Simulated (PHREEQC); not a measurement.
0.055 g of hydrous ferric oxide (600 m²/g; 0.2 weak and 0.005 strong sites per Fe, Dzombak-Morel constants, diffuse double layer) in 1 kg of water with 0.3 mol/kgw of an inert sodium salt and 4.3e-05 mol/kgw MnCl2, 2.2e-05 mol/kgw NaF and 3.6e-05 mol/kgw Na2HAsO4, at 25 °C; the pH is set by adding NaOH or the inert anion's acid. The system is closed to oxygen. CO2 from the air is kept out. Nothing may precipitate in this run.

The series has 13 steps of pH, from 4 to 12.

The numbers come from PHREEQC with the ion-association model, wateq4f.dat.

### Question
Near which pH is half of the Mn sorbed, and on which side is more sorbed?

### Answer
Near pH 7.9, with more sorbed at higher pH.

### Question
Near which pH is half of the As sorbed, and on which side is more sorbed?

### Answer
Near pH 10.6, with more sorbed at lower pH.

### Question
At which pH does the surface charge pass through zero?

### Answer
Near pH 7.2.

Along this series the solution becomes supersaturated in solids that the run did not let form, among them Pyrochroite. The database has no arsenate complexes of Mn.
